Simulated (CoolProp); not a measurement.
Vapour-liquid equilibrium of diethyl ether (1) + benzene (2) at 324.2 K; x and y are mole fractions of (1).

The numbers come from the multi-fluid Helmholtz-energy mixture model, Thol 2014 and Thol 2012; pair parameters Bell 2016 in CoolProp.

Task: Give the bubble pressure and the first vapour's composition at x = 0.125, 0.65, 0.8. Is there an azeotrope?

Result: x = 0.125: 0.05460 MPa, y = 0.390; x = 0.65: 0.1263 MPa, y = 0.890; x = 0.8: 0.1475 MPa, y = 0.945. No azeotrope shows between x = 0.05 and 0.95.

The pair parameters rest on a limited set of measurements; away from them the model extrapolates.
